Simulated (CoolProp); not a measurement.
Computed with CoolProp (reference Helmholtz-energy equation of state, Thol 2019).

Q: For n-hexane, give the phase and the cv (kJ/(kg K)), Joule-Thomson coefficient (K/MPa), viscosity (µPa s), conductivity (mW/(m K)) at -28.85 °C and 17.9 MPa; -6.65 °C and 17.9 MPa.

A: 
- -28.85 °C and 17.9 MPa: liquid; cv 1.60, Joule-Thomson coefficient -0.498, viscosity 646, conductivity 145
- -6.65 °C and 17.9 MPa: liquid; cv 1.66, Joule-Thomson coefficient -0.473, viscosity 491, conductivity 138

Viscosity comes from a separate model (Michailidou 2013). Thermal conductivity comes from a separate model (Assael 2013).
